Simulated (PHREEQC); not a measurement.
A PHREEQC speciation (ion-association model, phreeqc.dat) at 20 °C gives pH 8.97 and these molalities:

```
species  mol/kgw
-------  -------
K+         0.501
HPO4-2     0.229
KHPO4-    0.0391
H2PO4-   0.00115
PO4-3    0.00113
```

Task: What are the element totals, and what could have been dissolved in 1 kg of water to give them?

Result: This is not unique; one that fits is totals K 0.540, P 0.270 mol/kgw, from 0.27 mol/kgw K2HPO4.

This is a speciation only: nothing precipitates in the calculation. Ionic strength above about 0.7 mol/kgw puts this run outside the model's range.
